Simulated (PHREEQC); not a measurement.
0.91 g of hydrous ferric oxide (600 m²/g; 0.2 weak and 0.005 strong sites per Fe, Dzombak-Morel constants, diffuse double layer) in 1 kg of water with 0.001 mol/kgw of an inert sodium salt and 0.0075 mmol/kgw MnCl2, at 25 °C; the pH is set by adding NaOH or the inert anion's acid. No oxygen is let in. The system is closed to CO2. No solid was allowed to form.

Computed with PHREEQC (ion-association model, wateq4f.dat).

### Question
Predict surface charge σ (C/m²) at pH = 8.12, 9.62, 10.

### Answer
```csv
pH,surface charge σ (C/m²)
8.12,0.000
9.62,-0.010
10,-0.016
```
